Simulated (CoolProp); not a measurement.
CH3F (R41) along the isotherm 270.5 K: fugacity coefficient from the reference equation and from simpler models built on Tc = 317.3 K, pc = 5.906 MPa, ω = 0.200; each cubic takes its own stable root.

Model: reference Helmholtz-energy equation of state, Lemmon 2006, in CoolProp. It is a short technical equation, of lower accuracy than the large ones.

```tsv
p (MPa)	phase	reference
3.69	liquid	0.4216
7.38	liquid	0.2282
11.1	liquid	0.1640
14.8	liquid	0.1328
18.5	liquid	0.1145
22.1	liquid	0.1031
25.8	liquid	0.09501
29.5	liquid	0.08935
33.2	liquid	0.08531
36.9	liquid	0.08242
40.6	liquid	0.08040
44.3	liquid	0.07903
48	liquid	0.07819
51.7	liquid	0.07779
55.4	liquid	0.07775
59.1	liquid	0.07802
```

Question: How far does each simpler model (van der Waals, Redlich-Kwong, Soave-Redlich-Kwong, Peng-Robinson) lie from the reference over these 16 states: mean and median of the absolute difference, and the worst?

Answer: 
- van der Waals: mean 140.1 %, median 135.9 %, worst +239.0 % at 270.5 K and 59.1 MPa
- Redlich-Kwong: mean 41.6 %, median 41.8 %, worst +61.8 % at 270.5 K and 59.1 MPa
- Soave-Redlich-Kwong: mean 24.6 %, median 24.7 %, worst +41.2 % at 270.5 K and 59.1 MPa
- Peng-Robinson: mean 11.7 %, median 11.9 %, worst +18.4 % at 270.5 K and 59.1 MPa
